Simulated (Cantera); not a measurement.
Feed: 1 mol Si2H6, 0.011 mol Cl2, 14 mol H2, at 898.15 K and 7.50 Torr.

Equilibrium computed with Cantera from the NASA thermochemical tables; the gas is ideal and each condensed phase is pure. Candidate condensed phases: Si; 19 gas species. The feed counts by its element totals alone. The numbers say what is thermodynamically allowed, not how fast it happens.

What is the equilibrium state?


* **x(H2)**: 0.999
* **x(HCl)**: 0.00123
* **x(SiHCl3)**: 1.14e-5
* **x(SiCl4)**: 5.04e-6
* **x(SiH2Cl2)**: 2.45e-6
* **x(SiCl2)**: 2.04e-6
* **n(Si(s))**: 2.00 mol
* **gas amount**: 17.01 mol
